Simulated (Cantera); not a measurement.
A closed system holds: 1 mol NF3, 0.21 mol H2, 2.8 mol N2, 2.7 mol O2, held at 2298 K and 5.20 mbar.

Method: chemical equilibrium by Gibbs-energy minimisation in Cantera with the NASA 1993 tables (ideal gas, pure condensed phases). Candidate condensed phases: H2O; 40 gas species. Kinetics and transport are ignored.

Base state: N2 0.354, F 0.282, O2 0.271, HF 0.0458, O 0.0354, NO 0.0119 (mole fractions); condensed: gas only.

### Question
What changes in the equilibrium state with this change: temperature from 2298 K to 3425 K?

### Answer
```json
[
 {"species": "O", "before": "0.0354", "after": "0.435"},
 {"species": "N2", "before": "0.354", "after": "0.273"},
 {"species": "F", "before": "0.282", "after": "0.242"},
 {"species": "O2", "before": "0.271", "after": "0.00595"},
 {"species": "H", "before": "3.39e-6", "after": "0.0246"},
 {"species": "HF", "before": "0.0458", "after": "0.0103"},
 {"species": "NO", "before": "0.0119", "after": "0.00743"},
 {"species": "H2", "before": "<1e-9", "after": "1.28e-5"},
 {"species": "N", "before": "3.15e-7", "after": "0.00112"},
 {"species": "OH", "before": "9.96e-6", "after": "0.000385"}
]
```
